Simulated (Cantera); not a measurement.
Cantera run, input and output.

```python
import numpy as np
import cantera as ct

surf = ct.Interface("diamond.yaml", "diamond_100")
gas, bulk = surf.adjacent["gas"], surf.adjacent["diamond"]
k = surf.kinetics_species_index(bulk.species_names[0])
cover = ["c6HH", "c6H*", "c6*H", "c6**", "c6HM", "c6B"]

rows, drift = [], 0.0
print(f"{'xH':>10s}{'um/h':>11s}" + "".join(f"{s:>11s}" for s in cover))
for v in [0.0001, 0.0002, 0.00041, 0.00082, 0.0017, 0.0033, 0.0067, 0.014, 0.027]:
    T, P, xH, xCH3 = 1075, 1600, v, 4.7e-05
    gas.TPX = T, P, {"H": xH, "CH3": xCH3, "CH4": 0.003, "H2": 1 - xH - xCH3 - 0.003}
    surf.TP = bulk.TP = T, P
    surf.coverages = "c6H*:0.1, c6HH:0.9"
    surf.advance_coverages(100.0)
    before = surf.coverages
    surf.advance_coverages(100.0)
    drift = max(drift, np.max(np.abs(surf.coverages - before) / (surf.coverages + 1e-9)))
    rate = surf.net_production_rates[k] * bulk.mean_molecular_weight / bulk.density * 3.6e9
    rows.append([rate, *surf[cover].coverages])
    print(f"{v:10.4g}{rate:11.4e}" + "".join(f"{x:11.3e}" for x in rows[-1][1:]))
```

Result:

```
        xH       um/h       c6HH       c6H*       c6*H       c6**       c6HM        c6B
    0.0001 1.6620e-02  6.030e-01  2.161e-02  3.635e-01  5.399e-03  3.630e-03  4.510e-11
    0.0002 3.3026e-02  5.691e-01  2.332e-02  3.923e-01  8.359e-03  4.114e-03  8.962e-11
   0.00041 6.2904e-02  5.491e-01  2.428e-02  4.085e-01  1.120e-02  4.333e-03  1.707e-10
   0.00082 1.1090e-01  5.389e-01  2.477e-02  4.166e-01  1.323e-02  4.176e-03  3.009e-10
    0.0017 1.8664e-01  5.337e-01  2.505e-02  4.212e-01  1.457e-02  3.594e-03  5.065e-10
    0.0033 2.7296e-01  5.317e-01  2.520e-02  4.236e-01  1.527e-02  2.790e-03  7.407e-10
    0.0067 3.6555e-01  5.310e-01  2.530e-02  4.252e-01  1.568e-02  1.873e-03  9.919e-10
     0.014 4.4221e-01  5.308e-01  2.539e-02  4.262e-01  1.591e-02  1.094e-03  1.200e-09
     0.027 4.8771e-01  5.309e-01  2.547e-02  4.267e-01  1.602e-02  6.282e-04  1.323e-09
```

Computed with Cantera and the Harris–Goodwin 1993 mechanism for the reconstructed diamond (100) surface.
